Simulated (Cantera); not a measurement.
Feed: 1 mol CHF₃, 0.016 mol HCl, 1.3 mol H₂, held at 0.00380 bar.

These are equilibrium values from Cantera (NASA tables, ideal gas, pure condensed phases), not measurements of a reactor. Candidate condensed phases: C, C₆H₆, C₇H₈, C₈H₁₈; 118 gas species. The numbers say what is thermodynamically allowed, not how fast it happens.

log p: log10 of the partial pressure in bar; n: condensed amount in mol.

```csv
T (K),log p HF,log p H,log p F,log p H₂,log p C₃,log p C,log p CF,log p C₂,n C(graphite)
1423,-2.46,-6.91,-10.72,-3.46,<-14,<-14,<-14,<-14,1.000
1623,-2.46,-5.89,-9.10,-3.46,<-14,<-14,-12.44,<-14,1.000
1823,-2.46,(withheld),(withheld),-3.47,(withheld),(withheld),(withheld),(withheld),1.000
2023,-2.47,-4.47,-6.79,-3.49,-10.31,-10.30,-9.07,-11.39,0.999
2223,-2.47,(withheld),(withheld),-3.54,(withheld),(withheld),(withheld),(withheld),0.998
2423,-2.48,-3.59,-5.16,-3.68,-6.84,-7.25,-6.75,-7.88,0.996
2623,-2.50,-3.34,-4.45,-3.94,-5.51,-6.08,-5.78,-6.54,0.983
2823,-2.55,-3.18,-3.83,-4.26,-4.38,-5.07,-4.93,-5.39,0.833
3023,-2.68,-3.04,-3.38,-4.54,-3.66,-4.29,-4.38,-4.56,0
3223,-2.89,-2.89,-3.09,-4.74,-3.84,-3.87,-4.27,-4.38,0
```

### Question
Fill in the missing entries.

### Answer

- 2223, log p H: -3.97
- 2223, log p F: -5.92
- 2223, log p C₃: -8.42
- 2223, log p C: -8.64
- 2223, log p CF: -7.83
- 2223, log p C₂: -9.47
- 1823, log p H: -5.10
- 1823, log p F: -7.82
- 1823, log p C₃: -12.64
- 1823, log p C: -12.33
- 1823, log p CF: -10.57
- 1823, log p C₂: -13.72
